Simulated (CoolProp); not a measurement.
Computed with CoolProp (reference Helmholtz-energy equation of state, Lemmon 2006). It is a short technical equation, of lower accuracy than the large ones.

### Question
For carbon monoxide, give the phase and the cp (kJ/(kg K)), cv (kJ/(kg K)), speed of sound (m/s) at 150.75 °C and 0.425 MPa; 33.85 °C and 0.126 MPa; 54.95 °C and 3.41 MPa.

### Answer
- 150.75 °C and 0.425 MPa: gas; cp 1.05, cv 0.754, speed of sound 420
- 33.85 °C and 0.126 MPa: gas; cp 1.04, cv 0.744, speed of sound 357
- 54.95 °C and 3.41 MPa: gas; cp 1.09, cv 0.752, speed of sound 376
